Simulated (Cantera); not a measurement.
Cantera run, input and output.

```python
import numpy as np
import cantera as ct

gas = ct.Solution("gri30.yaml")
gas.TPX = 423, 100000, {'CH4': 1, 'CO': 0.1, 'O2': 2.07, 'N2': 7.79, 'CO2': 0.041}
flame = ct.FreeFlame(gas, width=0.04)
flame.set_refine_criteria(ratio=3, slope=0.08, curve=0.16)
flame.transport_model = "mixture-averaged"
flame.solve(loglevel=0, auto=True)
z, T = flame.grid, flame.T
thick = (T[-1] - T[0]) / np.gradient(T, z).max()
show = ['CH4', 'CO', 'O2', 'H2', 'HCN', 'C2H6']
print(f"laminar burning velocity  {flame.velocity[0] * 100:.3f} cm/s")
print(f"burnt temperature         {T[-1]:.1f} K")
print(f"thermal thickness         {thick * 1e3:.4f} mm")
print(f"grid points               {len(z)}")
z0 = z[flame.heat_release_rate.argmax()]
print(f"{'z/mm':>9s}{'T/K':>9s}{'u/(m/s)':>9s}" + "".join(f"{s:>11s}" for s in show))
rows = []
for k in (-3, -2, -1.5, -1, -0.5, -0.25, 0, 0.25, 0.5, 1, 2, 4, 8):
    zz = z0 + k * thick
    rows.append([k * thick, np.interp(zz, z, T), np.interp(zz, z, flame.velocity),
                 *(np.interp(zz, z, flame.X[gas.species_index(s)]) for s in show)])
    print(f"{rows[-1][0] * 1e3:9.3f}{rows[-1][1]:9.1f}{rows[-1][2]:9.3f}" + "".join(f"{x:11.3e}" for x in rows[-1][3:]))
```

Output:

```
laminar burning velocity  68.017 cm/s
burnt temperature         2282.5 K
thermal thickness         0.3904 mm
grid points               149
     z/mm      T/K  u/(m/s)        CH4         CO         O2         H2        HCN       C2H6
   -1.171    423.1    0.681  9.084e-02  9.086e-03  1.881e-01  5.611e-04  8.080e-12  6.032e-09
   -0.781    424.2    0.683  9.063e-02  9.091e-03  1.878e-01  1.896e-03  2.075e-10  1.724e-07
   -0.586    429.7    0.693  9.010e-02  9.166e-03  1.871e-01  3.730e-03  1.711e-09  1.554e-06
   -0.390    479.4    0.778  8.677e-02  1.012e-02  1.834e-01  7.773e-03  2.668e-08  2.805e-05
   -0.195    872.3    1.434  6.337e-02  2.081e-02  1.527e-01  1.495e-02  4.691e-07  5.552e-04
   -0.098   1301.1    2.160  3.563e-02  3.624e-02  1.121e-01  1.863e-02  1.297e-06  8.274e-04
    0.000   1704.9    2.848  8.507e-03  5.164e-02  6.378e-02  1.908e-02  2.670e-06  9.935e-05
    0.098   1869.2    3.118  5.663e-04  4.876e-02  3.603e-02  1.479e-02  2.243e-06  3.747e-07
    0.195   1917.7    3.184  1.889e-05  3.946e-02  2.681e-02  1.252e-02  8.402e-07  3.542e-10
    0.390   1974.0    3.258  3.195e-08  3.025e-02  2.183e-02  1.189e-02  9.284e-08  2.811e-15
    0.781   2043.1    3.356  6.549e-12  2.541e-02  1.875e-02  1.081e-02  2.647e-09  1.497e-20
    1.561   2119.6    3.465  1.425e-16  2.194e-02  1.576e-02  8.873e-03  9.234e-12  3.038e-28
    3.123   2188.7    3.562  6.058e-17  1.806e-02  1.279e-02  6.833e-03  3.852e-12  6.405e-29
```

Cantera simulation using GRI-Mech 3.0 (53 species, 325 reactions); the numbers are that mechanism's predictions, not measurements. Burning velocities carry a grid error of a few per cent, more on coarse grids.
